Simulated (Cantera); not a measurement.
What does this Cantera script print?

```python
import numpy as np
import cantera as ct

gas = ct.Solution("gri30.yaml")
gas.TP = 300, 101325
flame = ct.CounterflowDiffusionFlame(gas, width=0.02)
flame.fuel_inlet.X, flame.fuel_inlet.T = {'CH4': 1, 'C2H6': 0.36, 'C3H8': 1.1, 'N2': 1.5}, 475
flame.oxidizer_inlet.X, flame.oxidizer_inlet.T = {'O2': 0.2, 'N2': 0.8}, 300
flame.set_refine_criteria(ratio=3, slope=0.12, curve=0.24, prune=0.03)
show = ['OH', 'H', 'NO', 'CO', 'C2H2']

rows = []
print(f"{'mdot':>8s}{'a_max':>10s}{'a_mean':>10s}{'Tmax/K':>9s}" + "".join(f"{s:>11s}" for s in show) + "   (peak mole fractions)")
for i, mdot in enumerate([0.25, 0.35, 0.49, 0.69, 0.97, 1.3, 1.9, 2.6, 3.7, 5.1]):  # kg/m2/s on the oxidiser side
    flame.oxidizer_inlet.mdot, flame.fuel_inlet.mdot = mdot, 0.86 * mdot
    flame.solve(loglevel=0, auto=(i == 0))
    if flame.T.max() < max(475, 300) + 100:
        print(f"{mdot:8.3g}  no burning solution found from the previous one")
        break
    dT = np.abs(np.gradient(flame.T, flame.grid))
    rows.append([flame.strain_rate("max"), flame.strain_rate("mean"), flame.T.max(),
                 *(flame.X[gas.species_index(s)].max() for s in show), max(dT[0], dT[-1]) / dT.max()])
    print(f"{mdot:8.3g}{rows[-1][0]:10.1f}{rows[-1][1]:10.1f}{rows[-1][2]:9.1f}" + "".join(f"{x:11.3e}" for x in rows[-1][3:-1]))
```

Result:

```
    mdot     a_max    a_mean   Tmax/K         OH          H         NO         CO       C2H2   (peak mole fractions)
    0.25     142.2      24.8   1934.5  5.007e-03  2.943e-03  1.725e-04  4.375e-02  2.304e-02
    0.35     191.0      34.7   1915.8  4.980e-03  3.129e-03  1.583e-04  4.408e-02  2.151e-02
    0.49     257.9      48.6   1896.8  4.917e-03  3.301e-03  1.418e-04  4.449e-02  1.992e-02
    0.69     351.3      68.5   1878.4  4.839e-03  3.466e-03  1.238e-04  4.511e-02  1.834e-02
    0.97     477.8      96.3   1856.2  4.678e-03  3.583e-03  1.028e-04  4.586e-02  1.653e-02
     1.3     623.1     129.0   1834.3  4.478e-03  3.632e-03  8.328e-05  4.679e-02  1.480e-02
     1.9     878.2     188.6   1797.2  4.052e-03  3.549e-03  5.569e-05  4.841e-02  1.204e-02
     2.6    1165.4     258.1   1752.6  3.481e-03  3.245e-03  3.201e-05  5.027e-02  9.085e-03
     3.7  no burning solution found from the previous one
```

Computed with Cantera and GRI-Mech 3.0 (53 species, 325 reactions). GRI-Mech 3.0 was tuned for natural gas; its chemistry of propane as a main component is partial and can be far from experiment. GRI-Mech 3.0 has no aromatics or soot, which form on the fuel side of real flames. The maximum strain rate includes the flame's own expansion and is several times the mean. A flux with no burning solution from the previous one only brackets extinction.
